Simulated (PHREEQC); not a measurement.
A column of 0.5 m (40 cells, dispersivity 0.025 m, 720 s a shift, diffusion coefficient 3e-10 m²/s) holds 0.055 eq of the database's cation exchanger X per kg of pore water, first in equilibrium with 3.2 mmol/kgw CdCl2, 1.7 mmol/kgw CaCl2 and 0.01 mmol/kgw HCl. It is flushed with 0.031 mol/kgw ZnSO4 and 1e-05 mol/kgw HCl, at 25 °C. Values are for the last cell. No CO2 enters from the air. No solid was allowed to form.

Base run: PHREEQC, ion-association model, phreeqc.dat. Each further column changes one thing. The table gives Zn in solution (mol/kgw).

| pore volumes | base | exchange capacity from 0.055 to 0.028 eq/kgw | dispersivity from 0.025 to 0.05 m |
|---|---|---|---|
| 0 | 0 | 0 | 0 |
| 0.3875 | 0 | 0 | 1.86e-14 |
| 0.7625 | 2.93e-7 | 5.36e-5 | 5.10e-5 |
| 1.137 | 0.00125 | ? | 0.00338 |
| 1.512 | 0.00906 | 0.0198 | 0.0115 |
| 1.887 | 0.0181 | 0.0268 | 0.0187 |
| 2.138 | 0.0225 | 0.0289 | ? |
| 2.513 | 0.0268 | 0.0303 | ? |
| 2.888 | 0.0290 | 0.0308 | 0.0279 |
| 3.263 | 0.0301 | 0.0309 | ? |
| 3.638 | 0.0306 | 0.0310 | 0.0299 |
| 4.013 | 0.0308 | 0.0310 | ? |

**Question.** What belongs in the gaps?

**Answer.** 
- 1.137, exchange capacity from 0.055 to 0.028 eq/kgw: 0.00707
- 2.138, dispersivity from 0.025 to 0.05 m: 0.0222
- 2.513, dispersivity from 0.025 to 0.05 m: 0.0258
- 3.263, dispersivity from 0.025 to 0.05 m: 0.0292
- 4.013, dispersivity from 0.025 to 0.05 m: 0.0304
